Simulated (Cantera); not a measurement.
Mixture: C3H8 : O2 : N2 : H2O = 1 : 8.2 : 30.8 : 5.4 (molar parts), at 0.640 bar, adiabatic and at constant pressure. Ignition delay is the time to a rise of 400 K.

Model: GRI-Mech 3.0 (53 species, 325 reactions), integrated in Cantera. GRI-Mech 3.0 was tuned for natural gas; its chemistry of propane as a main component is partial and can be far from experiment. Where the delays flatten at high temperature, the 400 K rule measures the pace of heat release, not the induction time.

**Question.** What does this change do: pressure from 0.640 bar to 5.00 bar?

**Answer.** 
```
quantity           before     after
---------------  --------  --------
delay at 1298 K   1.34 ms  0.461 ms
delay at 1448 K  0.176 ms   56.7 µs
delay at 1598 K   50.0 µs   12.9 µs
delay at 1748 K   24.8 µs   4.86 µs
delay at 1898 K   28.8 µs   2.61 µs
```
